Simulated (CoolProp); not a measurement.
Properties of oxygen at several states.

Values from CoolProp's reference Helmholtz-energy equation of state, Schmidt 1985. Above 300 K oxygen's equation is extrapolated.

```tsv
T (K)	p (bar)	phase	cv (kJ/(kg K))	speed of sound (m/s)	isothermal compressibility (1/MPa)	viscosity (µPa s)
521.1	1.42	gas	0.7187	429.6	7.040	31.4
494.8	0.45	gas	0.7102	419.1	22.22	30.2
106	0.397	gas	0.6512	195.5	25.39	8.16
541.8	27.2	gas	0.7269	441.8	0.3653	32.7
805.8	158	supercritical	0.7993	555.7	0.06044	44.3
136.9	27.6	liquid	0.8272	469.7	0.01555	66.3
```

Viscosity comes from a separate model (Lemmon 2004).
